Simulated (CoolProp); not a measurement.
c-C4F8 (RC318) along the isobar 4.04 MPa: fugacity coefficient from the reference equation and from simpler models built on Tc = 388.4 K, pc = 2.778 MPa, ω = 0.355; each cubic takes its own stable root.

Values from CoolProp's reference Helmholtz-energy equation of state, Platzer 1990. This equation is an older, rougher fit; its heat capacities, sound speeds and derivatives of the liquid may be far off and weren't checked against measurements.

| T (K) | phase | reference | Redlich-Kwong | Soave-Redlich-Kwong |
|---|---|---|---|---|
| 357.4 | liquid | 0.3217 | 0.3636 | 0.3287 |
| 368.3 | liquid | 0.3815 | 0.4134 | 0.3894 |
| 379.3 | liquid | 0.4447 | 0.4641 | 0.4529 |
| 390.3 | supercritical | 0.5087 | 0.5139 | 0.5162 |
| 401.2 | supercritical | 0.5698 | 0.5609 | 0.5754 |
| 412.2 | supercritical | 0.6229 | 0.6037 | 0.6263 |
| 423.2 | supercritical | 0.6639 | 0.6397 | 0.6671 |
| 434.2 | supercritical | 0.6973 | 0.6697 | 0.7012 |
| 445.1 | supercritical | 0.7256 | 0.6953 | 0.7305 |
| 456.1 | supercritical | 0.7507 | 0.7181 | 0.7568 |
| 467.1 | supercritical | 0.7730 | 0.7385 | 0.7804 |
| 478.1 | supercritical | 0.7930 | 0.7570 | 0.8016 |
| 489 | supercritical | 0.8109 | 0.7737 | 0.8207 |
| 500 | supercritical | 0.8274 | 0.7891 | 0.8383 |
